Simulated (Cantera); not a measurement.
Input: 1 mol n-butane, 0.27 mol O2, equilibrated at 5.20 bar.

Cantera equilibrium calculation (NASA polynomials, part measured and part estimated; ideal gas, pure solids and liquids). Candidate condensed phases: C, C6H6, C7H8, C8H18, H2O; 110 gas species. Equilibrium is a limit: real reactors are often held back by kinetics, nucleation or transport. All values below are at 1775 K.

Base state: H2 0.898, CO 0.0977, CH4 0.00351, H2O 0.000148, C2H2 (acetylene) 0.000128, H 0.000120, C2H4 1.67e-5 (mole fractions); condensed: C(graphite).

Question: What changes in the equilibrium state with this change: n-butane replaced by CO?

Answer: 
```csv
species,before,after
CO2,4.31e-6,0.540
CO,0.0977,0.460
H2,0.898,0
CH4,0.00351,0
H2O,0.000148,0
C2H2 (acetylene),0.000128,0
"C(graphite), mol",3.44,0
```
